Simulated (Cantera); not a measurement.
A closed system holds: 1 mol BF₃, 2.3 mol H₂O, at 1725 K and 10.0 mbar.

Cantera equilibrium calculation (NASA polynomials, part measured and part estimated; ideal gas, pure solids and liquids). Candidate condensed phases: B, B₂O₃, B₃O₃H₃, H₂O; 43 gas species. Equilibrium is a limit: real reactors are often held back by kinetics, nucleation or transport.

Base state: HF 0.501, H₂O 0.263, BOF 0.193, HBO₂ 0.0378, H₂ 0.00222, BF₃ 0.00145, O₂ 0.000952, OH 0.000572 (mole fractions); condensed: gas only.

**Question.** What changes in the equilibrium state with this change: temperature from 1725 K to 2275 K?

**Answer.** 
```
species    before     after
-------  --------  --------
HF          0.501     0.487
H₂O         0.263     0.208
BOF         0.193     0.185
H₂        0.00222    0.0325
H         8.74e-5    0.0153
OH       0.000572    0.0152
O₂       0.000952    0.0131
HBO₂       0.0378    0.0338
BO        4.47e-7  0.000366
O         1.79e-5   0.00492
HBO       5.84e-7   6.81e-5
```
